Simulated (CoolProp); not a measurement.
The fluid at 534.82 K and 0.675 MPa expands adiabatically to 0.143 MPa with isentropic efficiency 1. The same conditions are run with several fluids, on thermodynamics alone (safety and materials aside).

Model: reference Helmholtz-energy equation of state of each fluid (carbon dioxide: Span 1996; methanol: de Reuck 1993; methane: Setzmann 1991; cyclohexane: Zhou 2014; n-pentane: Thol 2019), in CoolProp.

```tsv
fluid	work (kJ/kg)	final temperature (K)	final density (kg/m³)
carbon dioxide	135	396.7	1.91
methanol	190	427.2	1.31
methane	375	399.5	0.691
cyclohexane	76.3	498.5	2.95
n-pentane	89.9	497.3	2.53
```
